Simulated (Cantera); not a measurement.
Feed: 1 mol Si2Cl6, 24 mol N2, equilibrated at 898 K and 0.133 bar.

Equilibrium computed with Cantera from the NASA thermochemical tables; the gas is ideal and each condensed phase is pure. Candidate condensed phases: Si, Si3N4; 13 gas species. The feed counts by its element totals alone. N2 is the only nitrogen source here; it is nearly inert below about 1500 K, so the nitride shown seldom forms there in practice. Equilibrium is a limit: real reactors are often held back by kinetics, nucleation or transport.

Base state: N2 0.940, SiCl4 0.0596 (mole fractions); condensed: Si3N4(s).

**Question.** What changes in the equilibrium state with this change: Si2Cl6 replaced by SiCl4?

**Answer.** 
| species | before | after |
|---|---|---|
| N2 | 0.940 | 0.960 |
| SiCl4 | 0.0596 | 0.0400 |
| Si3N4(s), mol | 0.167 | 0 |
